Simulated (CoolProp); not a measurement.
The fluid at 298.15 K and 0.308 MPa flows at 16 m/s in a round tube of 25 mm bore and 45 µm roughness, fully developed (64/Re and Nu = 3.66 if laminar; Colebrook and Gnielinski if turbulent). The same conditions are run with several fluids, on thermodynamics alone (safety and materials aside).

Computed with CoolProp (reference Helmholtz-energy equation of state of each fluid (normal hydrogen: Leachman 2009; R22: Kamei 1995; R13: Platzer 1990; propane: Lemmon 2009; R125: Lemmon 2005)). The equations of Platzer and Polt are older, rougher fits.

Rank normal hydrogen, R22, R13, propane, R125 by Reynolds number, highest first.

R125 (483000), R13 (372000), R22 (327000), propane (284000), normal hydrogen (11200)

```csv
fluid,Darcy friction factor,pressure drop (Pa/m),heat-transfer coefficient (W/(m² K)),mass flow (kg/h)
normal hydrogen,0.0327,41.9,261,7.07
R22,0.0234,1350,396,318
R13,0.0233,1590,461,378
propane,0.0235,693,527,163
R125,0.0232,1860,672,443
```

Transport values come from each fluid's own correlations; those of R22, R13 are estimates that may be off by 10 % or more.
